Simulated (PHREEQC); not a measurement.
Dissolve 0.0021 mol/kgw ZnSO4 and 0.099 mol/kgw Na2SO4 at 25 °C. Closed to the air; pH follows from the charge balance.

The numbers come from PHREEQC with the ion-association model, wateq4f.dat.

```
quantity                   before    after
------------------------  -------  -------
pH                           6.56     2.71
ionic strength (mol/kgw)    0.262    0.261
SO4-2 (mol/kgw)            0.0801   0.0757
HSO4- (mol/kgw)           7.99e-7  0.00540
```

**Question.** Which change was made?
(A) ZnSO4 from 0.0021 to 0.021 mol/kgw
(B) Na2SO4 replaced by CuSO4 at the same molality
(C) 0.0079 mol/kgw HBr added
(D) Na2SO4 from 0.099 to 0.0099 mol/kgw
(E) ZnSO4 from 0.0021 to 0.00105 mol/kgw

**Answer.** C, 0.0079 mol/kgw HBr added

This is a speciation only: nothing precipitates in the calculation.
